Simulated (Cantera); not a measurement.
# Thermodynamics of boron, boron nitride and boron oxide, feed BF3 + H2O + H2

Charge: 1 mol BF3, 1.8 mol H2O, 15 mol H2, equilibrated at 0.133 bar.

These are equilibrium values from Cantera (NASA tables, ideal gas, pure condensed phases), not measurements of a reactor. Candidate condensed phases: B, B2O3, B3O3H3, H2O; 43 gas species. The tables' values for BF2 are old estimates; treat these amounts as uncertain. Gases not in the tables: H3BO3. Rates play no part.

```json
[
 {"T (K)": "1373", "log p H2": "-0.96", "log p HF": "-1.96", "log p H2O": "-2.14", "log p BOF": "-2.55", "log p H": "-5.96", "log p BF3": "-2.63", "n B2O3(l)": "0.0322"},
 {"T (K)": "1473", "log p H2": "-0.97", "log p HF": "-1.91", "log p H2O": "-2.20", "log p BOF": "-2.33", "log p H": "-5.38", "log p BF3": "-2.84", "n B2O3(l)": "0"},
 {"T (K)": "1573", "log p H2": "-0.97", "log p HF": "-1.86", "log p H2O": "-2.25", "log p BOF": "-2.25", "log p H": "-4.88", "log p BF3": "-3.15", "n B2O3(l)": "0"},
 {"T (K)": "1673", "log p H2": "-0.97", "log p HF": "-1.84", "log p H2O": "-2.28", "log p BOF": "-2.22", "log p H": "-4.43", "log p BF3": "-3.51", "n B2O3(l)": "0"},
 {"T (K)": "1773", "log p H2": "-0.97", "log p HF": "-1.83", "log p H2O": "-2.30", "log p BOF": "-2.21", "log p H": "-4.03", "log p BF3": "-3.87", "n B2O3(l)": "0"},
 {"T (K)": "1873", "log p H2": "-0.97", "log p HF": "-1.83", "log p H2O": "-2.31", "log p BOF": "-2.21", "log p H": "-3.68", "log p BF3": "-4.22", "n B2O3(l)": "0"},
 {"T (K)": "1973", "log p H2": "-0.98", "log p HF": "-1.82", "log p H2O": "-2.31", "log p BOF": "-2.21", "log p H": "-3.36", "log p BF3": "-4.54", "n B2O3(l)": "0"},
 {"T (K)": "2073", "log p H2": "-0.98", "log p HF": "-1.82", "log p H2O": "-2.31", "log p BOF": "-2.22", "log p H": "-3.07", "log p BF3": "-4.83", "n B2O3(l)": "0"},
 {"T (K)": "2173", "log p H2": "-0.98", "log p HF": "-1.82", "log p H2O": "-2.32", "log p BOF": "-2.22", "log p H": "-2.81", "log p BF3": "-5.10", "n B2O3(l)": "0"},
 {"T (K)": "2273", "log p H2": "-0.98", "log p HF": "-1.82", "log p H2O": "-2.32", "log p BOF": "-2.23", "log p H": "-2.57", "log p BF3": "-5.34", "n B2O3(l)": "0"},
 {"T (K)": "2373", "log p H2": "-0.99", "log p HF": "-1.82", "log p H2O": "-2.32", "log p BOF": "-2.24", "log p H": "-2.35", "log p BF3": "-5.57", "n B2O3(l)": "0"}
]
```
log p: log10 of the partial pressure in bar; n: condensed amount in mol.

At 1373 K the condensed part is B2O3(l). From 1473 K to 2373 K nothing is condensed.
